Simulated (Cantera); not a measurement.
Charge: 1 mol Si2H6, 1.5 mol HCl, 30 mol H2, at 1475 K and 10.0 Torr.

Cantera equilibrium calculation (NASA polynomials, part measured and part estimated; ideal gas, pure solids and liquids). Candidate condensed phases: Si; 19 gas species. The feed counts by its element totals alone. The tables' values for SiCl3 are old estimates; treat these amounts as uncertain. Kinetics and transport are ignored.

### Question
What is the equilibrium state?

### Answer
| Quantity | Result |
|---|---|
| x(H2) | 0.961 |
| x(HCl) | 0.0352 |
| x(SiCl2) | 0.00406 |
| x(H) | 0.000110 |
| x(SiCl3) | 4.93e-5 |
| x(SiHCl3) | 5.27e-6 |
| x(Cl) | 3.27e-6 |
| x(SiH2Cl2) | 2.14e-6 |
| x(SiCl4) | 2.04e-6 |
| n(Si(s)) | 1.86 mol |
| gas amount | 34.50 mol |
